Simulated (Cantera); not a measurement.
Input: 1 mol PbO, a varied amount of O2, 1.2 mol H2, held at 727 °C and 0.00130 bar.

Cantera equilibrium calculation (NASA polynomials, part measured and part estimated; ideal gas, pure solids and liquids). Candidate condensed phases: H2O, Pb, PbO, PbO2, Pb3O4; 12 gas species. Rates play no part.

Q: Which condensed phases are stable at each of these points (n(O2) (mol)): 0.26, 0.38, 0.58, 0.87, 1.3, 2, 3?

A: 
```csv
n(O2) (mol),condensed phases,Pb condensed (%)
0.26,Pb(l) + PbO(yellow),98.5
0.38,Pb(l) + PbO(yellow),98.5
0.58,Pb(l) + PbO(yellow),98.5
0.87,PbO(yellow),100.0
1.3,PbO(yellow),100.0
2,PbO(yellow),99.9
3,PbO(yellow),99.9
```

From 0.26 mol O2 to 0.58 mol O2 the condensed part is Pb(l) + PbO(yellow). From 0.87 mol O2 to 3 mol O2 the condensed part is PbO(yellow).
